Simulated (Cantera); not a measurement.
A perfectly stirred reactor is fed with CH4 : H2 : O2 = 0.021 : 1 : 0.018 (molar parts), at 8100 Pa; it is held at 2448 K, and followed from long to short residence time.

Cantera simulation using GRI-Mech 3.0 (53 species, 325 reactions); the numbers are that mechanism's predictions, not measurements. The temperature is held fixed by assumption; the heat of reaction is taken as removed at once.

What does this change do: temperature 2448 to 2150 K?


| quantity | before | after |
|---|---|---|
| x(CH4) at τ = 2.80 s | 2.59e-6 | 0.000164 |
| x(H2) at τ = 2.80 s | 0.901 | 0.952 |
| x(O2) at τ = 2.80 s | 1.09e-7 | 3.24e-7 |
| x(CO2) at τ = 2.80 s | 4.69e-5 | 5.66e-5 |
| x(CH3) at τ = 2.80 s | 3.42e-6 | 4.74e-5 |
| x(CH4) at τ = 35.0 ms | 0.000320 | 0.00215 |
| x(H2) at τ = 35.0 ms | 0.920 | 0.945 |
| x(O2) at τ = 35.0 ms | 6.15e-6 | 2.69e-5 |
| x(CO2) at τ = 35.0 ms | 4.86e-5 | 4.30e-5 |
| x(CH3) at τ = 35.0 ms | 0.000285 | 0.000604 |

What does this change do: 0.044 parts H2O added?


```
quantity                 before     after
---------------------  --------  --------
x(CH4) at τ = 2.80 s    2.59e-6   6.70e-7
x(H2) at τ = 2.80 s       0.901     0.865
x(O2) at τ = 2.80 s     1.09e-7   9.34e-7
x(CO2) at τ = 2.80 s    4.69e-5  0.000176
x(CH3) at τ = 2.80 s    3.42e-6   8.92e-7
x(CH4) at τ = 35.0 ms  0.000320  0.000182
x(H2) at τ = 35.0 ms      0.920     0.888
x(O2) at τ = 35.0 ms    6.15e-6   6.82e-6
x(CO2) at τ = 35.0 ms   4.86e-5  0.000173
x(CH3) at τ = 35.0 ms  0.000285  0.000153
```
